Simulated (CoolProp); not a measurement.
Properties of oxygen along the isobar 101 kPa (Tc = -118.6 °C, pc = 5046 kPa, ω = 0.022).

Computed with CoolProp (reference Helmholtz-energy equation of state, Schmidt 1985). Above 300 K oxygen's equation is extrapolated.

```tsv
T (°C)	phase	Z	cp (kJ/(kg K))
-187.45	liquid	0.003899	1.689
-163.95	gas	0.9816	0.9321
-140.45	gas	0.9895	0.9239
-116.95	gas	0.9935	…
-93.45	gas	0.9958	0.9158
-69.95	gas	0.9971	…
-46.45	gas	0.9980	…
-22.95	gas	0.9986	0.9150
0.55	gas	0.9990	0.9168
24.05	gas	0.9993	0.9195
47.55	gas	0.9996	0.9232
71.05	gas	0.9997	…
94.55	gas	0.9999	0.9332
118.05	gas	1.0000	0.9392
```

Task: Complete the blanks.

Result: 
- -116.95, cp (kJ/(kg K)): 0.9186
- -69.95, cp (kJ/(kg K)): 0.9145
- -46.45, cp (kJ/(kg K)): 0.9143
- 71.05, cp (kJ/(kg K)): 0.9278
